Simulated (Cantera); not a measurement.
Charge: 1 mol CaO, 4.2 mol HF, 7 mol O2, 2.3 mol F2, at 677 °C and 240 Torr.

Equilibrium computed with Cantera from the NASA thermochemical tables; the gas is ideal and each condensed phase is pure. Candidate condensed phases: Ca, CaF2, CaO, Ca(OH)2, H2O; 29 gas species. Rates play no part.

Base state: O2 0.568, HF 0.318, F2 0.0836, F 0.0298, FO2 6.64e-5 (mole fractions); condensed: CaF2(s).

Task: What changes in the equilibrium state with this change: temperature from 677 °C to 1425 °C?

Result: 
```
species        before     after
------------  -------  --------
O2              0.568     0.524
HF              0.318     0.294
F              0.0298     0.181
F2             0.0836  0.000296
CaF2            <1e-9  0.000263
O               <1e-9   5.60e-5
FO            1.09e-6   2.79e-5
FO2           6.64e-5   7.86e-6
CaF2(s), mol     1.00         0
CaF2(l), mol        0     0.996
```

Task: What changes in the equilibrium state with this change: pressure from 240 Torr to 0.143 Torr?

Result: 
```tsv
species	before	after
O2	0.568	0.525
HF	0.318	0.294
F	0.0298	0.179
F2	0.0836	0.00178
FO2	6.64e-5	2.19e-7
CaF2(s), mol	1.00	1.00
```

Task: What changes in the equilibrium state with this change: temperature from 677 °C to 1352 °C?

Result: 
| species | before | after |
|---|---|---|
| O2 | 0.568 | 0.525 |
| HF | 0.318 | 0.294 |
| F | 0.0298 | 0.181 |
| F2 | 0.0836 | 0.000502 |
| CaF2 | <1e-9 | 7.74e-5 |
| O | <1e-9 | 2.49e-5 |
| FO | 1.09e-6 | 2.57e-5 |
| FO2 | 6.64e-5 | 9.80e-6 |
| CaF2(s), mol | 1.00 | 0.999 |
